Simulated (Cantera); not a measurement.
An isothermal, constant-pressure homogeneous reactor starts with N2O : O2 = 1 : 0.58 (molar parts), at 1173 K and 760 Torr. Integrator tolerance rtol = 1e-08.

Model: GRI-Mech 3.0 (53 species, 325 reactions), integrated in Cantera. GRI-Mech 3.0 was tuned for natural gas; its chemistry of N2O as a main component is partial and can be far from experiment. The mechanism lacks the step 2 NO + O2 → 2 NO2, which can matter for NO2 below about 1400 K. The temperature is held fixed by assumption; the heat of reaction is taken as removed at once.

Task: What does this change do: pressure from 760 Torr to 10.00 Torr?

Result: 
```json
[
 {"quantity": "x(N2O) at 1.00 s", "before": "0.417 (gas-phase equilibrium 1.10e-8)", "after": "0.629 (gas-phase equilibrium 1.26e-9)"},
 {"quantity": "x(O2) at 1.00 s", "before": "0.412 (gas-phase equilibrium 0.519)", "after": "0.368 (gas-phase equilibrium 0.519)"},
 {"quantity": "x(NO2) at 1.00 s", "before": "0.000173 (gas-phase equilibrium 5.95e-6)", "after": "2.77e-8 (gas-phase equilibrium 6.83e-7)"},
 {"quantity": "x(NO) at 1.00 s", "before": "0.0145 (gas-phase equilibrium 0.000196)", "after": "0.000289 (gas-phase equilibrium 0.000196)"},
 {"quantity": "x(N2) at 1.00 s", "before": "0.156 (gas-phase equilibrium 0.481)", "after": "0.00293 (gas-phase equilibrium 0.481)"}
]
```
Radical loss at walls, strong at low pressure, is not modelled.

Task: What does this change do: temperature 1173 to 1548 K?

Result: 
```
quantity                                            before                                     after
----------------  ----------------------------------------  ----------------------------------------
x(N2O) at 1.00 s     0.417 (gas-phase equilibrium 1.10e-8)   3.93e-6 (gas-phase equilibrium 8.99e-8)
x(O2) at 1.00 s        0.412 (gas-phase equilibrium 0.519)       0.465 (gas-phase equilibrium 0.518)
x(NO2) at 1.00 s  0.000173 (gas-phase equilibrium 5.95e-6)  0.000743 (gas-phase equilibrium 1.39e-5)
x(NO) at 1.00 s    0.0145 (gas-phase equilibrium 0.000196)     0.107 (gas-phase equilibrium 0.00189)
x(N2) at 1.00 s        0.156 (gas-phase equilibrium 0.481)       0.427 (gas-phase equilibrium 0.480)
```
